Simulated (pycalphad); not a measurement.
CALPHAD calculation (pycalphad, COST 507 light-alloy database (1999)), 1 atm. No gas phase is included, though pure Si would boil below 2952 °C. The database dates from 1999; later assessments differ in places, in temperatures and in the compounds included. Amounts are mole fractions of atoms. Diffusion is slow at the low end, where real alloys seldom reach equilibrium.

### Question
Give the equilibrium state of Si-61.9C (at.%) at 1302 °C.

### Answer
CSI, fraction 0.762, with 50.0 C at.%; GRAPHITE, fraction 0.238, with 100 C at.%.

### Question
Give the equilibrium state of Si-61.9C (at.%) at 2952 °C.

### Answer
GRAPHITE, fraction 0.514, with 100 C at.%; LIQUID, fraction 0.486, with 21.6 C at.%.

Database names, with the compositions (at.%) that they take in these runs: CSI: Si 50 C 50.
